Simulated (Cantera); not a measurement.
An isothermal, constant-pressure homogeneous reactor starts with 30.3 % CH4, 69.7 % CO2, at 1398 K and 1650 Torr.

Model: GRI-Mech 3.0 (53 species, 325 reactions), integrated in Cantera.

Problem. Predict: x(CH4) at 3.00 s; x(CO2) at 3.00 s; x(CH2O) at 3.00 s; x(C2H4) at 3.00 s; x(OH) at 3.00 s; x(H) at 3.00 s.

Solution. 
- x(CH4) at 3.00 s = 0.143 (gas-phase equilibrium 4.87e-6)
- x(CO2) at 3.00 s = 0.488 (gas-phase equilibrium 0.118)
- x(CH2O) at 3.00 s = 1.85e-6 (gas-phase equilibrium 1.26e-7)
- x(C2H4) at 3.00 s = 0.00671 (gas-phase equilibrium 1.90e-11)
- x(OH) at 3.00 s = 2.03e-8 (gas-phase equilibrium 1.61e-8)
- x(H) at 3.00 s = 4.21e-7 (gas-phase equilibrium 1.61e-6)
